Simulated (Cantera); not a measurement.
A diamond (100) surface in a fixed gas of H2 with x(CH4) = 0.012, x(H) = 0.00058, x(CH3) = 3.5e-05, at 975 K; coverages are run to steady state.

Cantera simulation using the Harris–Goodwin 1993 mechanism for the reconstructed diamond (100) surface; the numbers are that mechanism's predictions, not measurements.

θ: site fractions in the mechanism's names (c6HH fully hydrogenated, c6H* and c6*H radical sites, c6** diradical, c6HM methylated).

```json
[
 {"P (Pa)": "340", "growth (µm/h)": "0.0155", "θ c6HH": "0.616", "θ c6H*": "0.0158", "θ c6*H": "0.347", "θ c6**": "0.00713", "θ c6HM": "0.00971"},
 {"P (Pa)": "570", "growth (µm/h)": "0.0359", "θ c6HH": "0.613", "θ c6H*": "0.0157", "θ c6*H": "0.346", "θ c6**": "0.00709", "θ c6HM": "0.0136"},
 {"P (Pa)": "960", "growth (µm/h)": "(withheld)", "θ c6HH": "0.610", "θ c6H*": "0.0156", "θ c6*H": "0.344", "θ c6**": "0.00704", "θ c6HM": "(withheld)"},
 {"P (Pa)": "1600", "growth (µm/h)": "0.160", "θ c6HH": "0.606", "θ c6H*": "0.0155", "θ c6*H": "0.342", "θ c6**": "0.00700", "θ c6HM": "0.0220"},
 {"P (Pa)": "2700", "growth (µm/h)": "0.313", "θ c6HH": "0.603", "θ c6H*": "0.0154", "θ c6*H": "0.340", "θ c6**": "0.00697", "θ c6HM": "0.0256"},
 {"P (Pa)": "4600", "growth (µm/h)": "0.589", "θ c6HH": "0.601", "θ c6H*": "0.0154", "θ c6*H": "0.339", "θ c6**": "0.00694", "θ c6HM": "0.0283"},
 {"P (Pa)": "7800", "growth (µm/h)": "1.06", "θ c6HH": "0.600", "θ c6H*": "0.0153", "θ c6*H": "0.338", "θ c6**": "0.00692", "θ c6HM": "0.0302"},
 {"P (Pa)": "13000", "growth (µm/h)": "(withheld)", "θ c6HH": "0.599", "θ c6H*": "0.0153", "θ c6*H": "0.337", "θ c6**": "0.00691", "θ c6HM": "0.0314"}
]
```

**Question.** What belongs in the gaps?

**Answer.** 
- 960, growth (µm/h): 0.0787
- 960, θ c6HM: 0.0179
- 13000, growth (µm/h): 1.84
